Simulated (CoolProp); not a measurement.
Aqueous magnesium chloride as a coolant, at -11 °C, 1 atm.

Values from CoolProp's Melinder's fits for secondary coolants.

```tsv
mass %	freezing point (°C)	density (kg/m³)	conductivity (W/(m K))	Prandtl number	cp (kJ/(kg K))
12.4	-12.0	1113	0.514	32.3	3.413
14.6	?	1133	?	34.3	3.292
16.7	-20.3	1153	0.504	?	3.183
18.9	-25.6	1174	0.499	40.1	3.075
21	-31.9	1196	0.492	52.9	2.980
23.2	-40.5	1223	0.481	106	2.889
25.3	-52.1	1253	0.465	417	2.810
27.5	-69.7	1290	0.437	5850	2.734
```

Problem. Complete the blanks.

Solution. 
- 14.6, freezing point (°C): -16.0
- 14.6, conductivity (W/(m K)): 0.509
- 16.7, Prandtl number: 36.0
